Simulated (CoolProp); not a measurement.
Saturation properties of hexamethyldisiloxane (MM) (Tc = 518.7 K, pc = 1.931 MPa, ω = 0.418).

Model: reference Helmholtz-energy equation of state, Thol 2016, in CoolProp.

```tsv
T (K)	p (MPa)	liquid density (kg/m³)	vapour density (kg/m³)	enthalpy of vaporisation (kJ/kg)	liquid cp (kJ/(kg K))	surface tension (mN/m)
290	0.003635	768.1	0.2462	232.5	1.879	16.1
296.1	0.005021	761.7	0.3336	229.8	1.894	15.6
302.2	0.006824	755.2	0.4451	227.0	1.910	15.1
308.2	0.009093	748.8	0.5828	224.3	1.926	14.5
314.3	0.01201	742.3	0.7566	221.5	1.943	14.0
320.4	0.01565	735.7	0.9700	218.7	1.959	13.5
326.4	0.02006	729.2	1.225	216.0	1.976	13.0
332.5	0.02553	722.4	1.536	213.1	1.993	12.4
338.6	0.03215	715.6	1.908	210.2	2.011	11.9
344.6	0.03994	708.9	2.340	207.3	2.028	11.4
350.7	0.04933	701.9	2.856	204.4	2.046	10.9
356.8	0.06039	694.9	3.458	201.3	2.064	10.4
362.9	0.07332	687.7	4.156	198.3	2.082	9.91
368.9	0.08807	680.6	4.946	195.2	2.101	9.43
```

It boils at 373.7 K under 1 atm.

Surface tension comes from a separate correlation (Mulero 2014), older than this fluid's equation and unchecked against measurements.
